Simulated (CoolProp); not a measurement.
Vapour-liquid equilibrium of R22 (1) + c-C4F8 (RC318) (2) at 138 kPa; x and y are mole fractions of (1).

Computed with CoolProp (multi-fluid Helmholtz-energy mixture model, Kamei 1995 and Platzer 1990; pair parameters Bell 2016). This equation is an older, rougher fit; its heat capacities, sound speeds and derivatives of the liquid may be far off and weren't checked against measurements.

```json
[
 {"x": "0.05", "bubble temperature (K)": "272.6", "y at the bubble point": "0.133", "dew temperature at overall composition x (K)": "274.1", "liquid density (mol/L)": "8.189"},
 {"x": "0.2", "bubble temperature (K)": "260.9", "y at the bubble point": "0.566", "dew temperature at overall composition x (K)": "271.2", "liquid density (mol/L)": "9.086"},
 {"x": "0.35", "bubble temperature (K)": "249.8", "y at the bubble point": "0.796", "dew temperature at overall composition x (K)": "267.6", "liquid density (mol/L)": "10.08"},
 {"x": "0.5", "bubble temperature (K)": "243.9", "y at the bubble point": "0.878", "dew temperature at overall composition x (K)": "263.2", "liquid density (mol/L)": "11.11"},
 {"x": "0.65", "bubble temperature (K)": "241.5", "y at the bubble point": "0.908", "dew temperature at overall composition x (K)": "257.5", "liquid density (mol/L)": "12.26"},
 {"x": "0.8", "bubble temperature (K)": "240.5", "y at the bubble point": "0.926", "dew temperature at overall composition x (K)": "249.6", "liquid density (mol/L)": "13.63"},
 {"x": "0.95", "bubble temperature (K)": "239.4", "y at the bubble point": "0.967", "dew temperature at overall composition x (K)": "239.7", "liquid density (mol/L)": "15.38"}
]
```

No azeotrope shows between x = 0.05 and 0.95.

The pair parameters rest on a limited set of measurements; away from them the model extrapolates. The gap from Raoult's law changes sign with composition, which may be real or a fault of the pair parameters; it wasn't checked against measurements.
